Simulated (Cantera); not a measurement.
An isothermal, constant-pressure homogeneous reactor starts with CO : O2 : H2O : N2 = 0.0081 : 0.011 : 0.00028 : 1 (molar parts), equivalence ratio 0.37, at 923 K and 0.178 atm.

Model: GRI-Mech 3.0 (53 species, 325 reactions), integrated in Cantera.

One state of this run: x CO = 0.00204; x O2 = 0.00785; x H2O = 0.000271; x NO = 1.34e-8; x H = 1.17e-6; x H2 = 3.21e-6. x: mole fraction; the columns are a selection and need not sum to one.

Problem. Which value of t (s) does it belong to?
A. 2.00
B. 6.32
C. 0.0632
D. 0.000200

Solution. B, 6.32
